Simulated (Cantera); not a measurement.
An isothermal, constant-pressure homogeneous reactor starts with N₂O : H₂O = 1 : 0.084 (molar parts), at 1573 K and 0.138 atm. Integrator tolerance rtol = 1e-08.

Model: GRI-Mech 3.0 (53 species, 325 reactions), integrated in Cantera. GRI-Mech 3.0 was tuned for natural gas; its chemistry of N2O as a main component is partial and can be far from experiment. The temperature is held fixed by assumption; the heat of reaction is taken as removed at once.

Q: What does this change do: temperature 1573 to 1400 K?

A: 
```tsv
quantity	before	after
x(N₂O) at 60.0 s	3.60e-6 (gas-phase equilibrium 3.80e-8)	1.81e-6 (gas-phase equilibrium 1.70e-8)
x(H₂O) at 60.0 s	0.0529 (gas-phase equilibrium 0.0529)	0.0530 (gas-phase equilibrium 0.0530)
x(NO) at 60.0 s	0.121 (gas-phase equilibrium 0.00189)	0.0909 (gas-phase equilibrium 0.000798)
x(NO₂) at 60.0 s	0.000216 (gas-phase equilibrium 3.74e-6)	0.000285 (gas-phase equilibrium 2.71e-6)
x(O₂) at 60.0 s	0.255 (gas-phase equilibrium 0.315)	0.270 (gas-phase equilibrium 0.315)
x(HO₂) at 60.0 s	1.64e-7 (gas-phase equilibrium 1.92e-7)	4.86e-8 (gas-phase equilibrium 5.46e-8)
x(H) at 60.0 s	1.28e-7 (gas-phase equilibrium 1.21e-7)	4.62e-9 (gas-phase equilibrium 4.43e-9)
```

Q: What does this change do: temperature 1573 to 1075 K?

A: 
```
quantity                                            before                                     after
----------------  ----------------------------------------  ----------------------------------------
x(N₂O) at 60.0 s   3.60e-6 (gas-phase equilibrium 3.80e-8)     0.483 (gas-phase equilibrium 1.91e-9)
x(H₂O) at 60.0 s     0.0529 (gas-phase equilibrium 0.0529)     0.0658 (gas-phase equilibrium 0.0530)
x(NO) at 60.0 s      0.121 (gas-phase equilibrium 0.00189)    0.0131 (gas-phase equilibrium 7.43e-5)
x(NO₂) at 60.0 s  0.000216 (gas-phase equilibrium 3.74e-6)  0.000404 (gas-phase equilibrium 1.13e-6)
x(O₂) at 60.0 s        0.255 (gas-phase equilibrium 0.315)       0.144 (gas-phase equilibrium 0.316)
x(HO₂) at 60.0 s   1.64e-7 (gas-phase equilibrium 1.92e-7)   4.54e-8 (gas-phase equilibrium 1.72e-9)
x(H) at 60.0 s     1.28e-7 (gas-phase equilibrium 1.21e-7)   1.62e-10 (gas-phase equilibrium <1e-12)
```
The mechanism lacks the step 2 NO + O2 → 2 NO2, which can matter for NO2 below about 1400 K.

Q: What does this change do: temperature 1573 to 1425 K?

A: 
```csv
quantity,before,after
x(N₂O) at 60.0 s,3.60e-6 (gas-phase equilibrium 3.80e-8),2.08e-6 (gas-phase equilibrium 1.93e-8)
x(H₂O) at 60.0 s,0.0529 (gas-phase equilibrium 0.0529),0.0530 (gas-phase equilibrium 0.0530)
x(NO) at 60.0 s,0.121 (gas-phase equilibrium 0.00189),0.0966 (gas-phase equilibrium 0.000916)
x(NO₂) at 60.0 s,0.000216 (gas-phase equilibrium 3.74e-6),0.000277 (gas-phase equilibrium 2.85e-6)
x(O₂) at 60.0 s,0.255 (gas-phase equilibrium 0.315),0.267 (gas-phase equilibrium 0.315)
x(HO₂) at 60.0 s,1.64e-7 (gas-phase equilibrium 1.92e-7),5.90e-8 (gas-phase equilibrium 6.67e-8)
x(H) at 60.0 s,1.28e-7 (gas-phase equilibrium 1.21e-7),7.85e-9 (gas-phase equilibrium 7.51e-9)
```
